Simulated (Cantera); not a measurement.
Charge: 1 mol BN, 0.57 mol H2, held at 2625 °C and 0.100 bar.

These are equilibrium values from Cantera (NASA tables, ideal gas, pure condensed phases), not measurements of a reactor. Candidate condensed phases: B, BN; 15 gas species. The tables' values for BH2 are old estimates; treat these amounts as uncertain. Rates play no part.

Base state: N2 0.406, H2 0.352, H 0.214, B 0.0230, BH2 0.00339, BH 0.00101, BN 0.000997, B2 1.65e-5 (mole fractions); condensed: B(l).

Question: What changes in the equilibrium state with this change: BN replaced by TiC?

Answer: 
| species | before | after |
|---|---|---|
| H2 | 0.352 | 0.693 |
| H | 0.214 | 0.301 |
| Ti | 0 | 0.00451 |
| N2 | 0.406 | 0 |
| B | 0.0230 | 0 |
| BH2 | 0.00339 | 0 |
| C2H2 (acetylene) | 0 | 0.00205 |
| BH | 0.00101 | 0 |
| B(l), mol | 0.965 | 0 |
| TiC(s), mol | 0 | 0.997 |
TiC: taken at fixed stoichiometry. Further candidate phases: C, C6H6, C7H8, C8H18, Ti, TiC.
